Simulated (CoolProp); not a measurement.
Toluene along the isotherm 471.9 K: density (kg/m³) from the reference equation and from simpler models built on Tc = 591.7 K, pc = 4.126 MPa, ω = 0.266; each cubic takes its own stable root.

Computed with CoolProp (reference Helmholtz-energy equation of state, Lemmon 2006). It is a short technical equation, of lower accuracy than the large ones.

```tsv
p (MPa)	phase	reference	van der Waals	Redlich-Kwong
5.16	liquid	691.3	424.5	591.3
10.3	liquid	704.2	446.4	615.0
15.5	liquid	715.3	461.6	633.5
20.6	liquid	724.9	473.1	648.4
25.8	liquid	733.6	482.6	661.2
30.9	liquid	741.4	490.4	672.1
36.1	liquid	748.7	497.2	681.8
41.3	liquid	755.5	503.1	690.5
```
